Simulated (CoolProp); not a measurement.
A Linde-Hampson liquefier for nitrogen: isothermal reversible compression at 280 K from 1 atm to 10 MPa, throttling to 1 atm, return gas leaving the recuperator 2 K below the feed. Each further row changes one setting.

The numbers come from the reference Helmholtz-energy equation of state, Span 2000 in CoolProp.

| case | liquid yield per pass | compression work (kJ/kg of gas) |
|---|---|---|
| as stated | 0.050 | 380 |
| high pressure 20 MPa | 0.087 | 438 |
| warm-end temperature 310 K | 0.036 | 423 |
| warm-end gap 7 K | 0.038 | 380 |
